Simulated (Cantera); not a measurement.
## Thermodynamics of silicon nitride deposition, feed SiH4 + N2

Feed: 1 mol SiH4, a varied amount of N2, at 41000 Pa.

These are equilibrium values from Cantera (NASA tables, ideal gas, pure condensed phases), not measurements of a reactor. Candidate condensed phases: Si, Si3N4; 18 gas species. N2 is the only nitrogen source here; it is nearly inert below about 1500 K, so the nitride shown seldom forms there in practice. Mutual solubility and eutectic melting of coexisting phases are not modelled. Kinetics and transport are ignored.

Stable condensed phases:

```
T in K \ n(N2) in mol
          0.4 0.61 0.93  1.4  2.2  3.3    5  7.7   12   18
   2023     A    A    A    A    A    B    B    B    B    B
   1923     C    C    C    B    B    B    B    B    B    B
   1823     C    C    B    B    B    B    B    B    B    B
   1723     C    C    B    B    B    B    B    B    B    B
   1623     C    C    B    B    B    B    B    B    B    B
   1523     C    C    B    B    B    B    B    B    B    B
   1423     C    C    B    B    B    B    B    B    B    B
   1323     C    C    B    B    B    B    B    B    B    B
   1223     C    C    B    B    B    B    B    B    B    B
   1123     C    C    B    B    B    B    B    B    B    B
   1023     C    C    B    B    B    B    B    B    B    B
    923     C    C    B    B    B    B    B    B    B    B
    823     C    C    B    B    B    B    B    B    B    B
    723     C    C    B    B    B    B    B    B    B    B
```

A: Si; B: Si3N4; C: Si + Si3N4.
